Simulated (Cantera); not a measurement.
Feed: 1 mol H₂S, 0.035 mol H₂, 0.037 mol O₂, equilibrated at 0.0360 bar.

These are equilibrium values from Cantera (NASA tables, ideal gas, pure condensed phases), not measurements of a reactor. Candidate condensed phases: H₂O, H₂SO₄, S; 19 gas species. Rates play no part. All values below are at 1648 K.

Base state: H₂ 0.549, S₂ 0.284, H₂S 0.105, H₂O 0.0499, SH 0.0109, S 0.000546, SO 0.000402, H 0.000348 (mole fractions); condensed: gas only.

**Question.** What changes in the equilibrium state with this change: O₂ from 0.037 to 0.21 mol?

**Answer.** 
```
species    before     after
-------  --------  --------
H₂          0.549     0.359
S₂          0.284     0.289
H₂O        0.0499     0.260
H₂S         0.105    0.0693
SH         0.0109   0.00890
SO₂      0.000136   0.00868
S₂O       9.61e-5  0.000776
SO       0.000402   0.00323
H        0.000348  0.000281
S        0.000546  0.000551
```
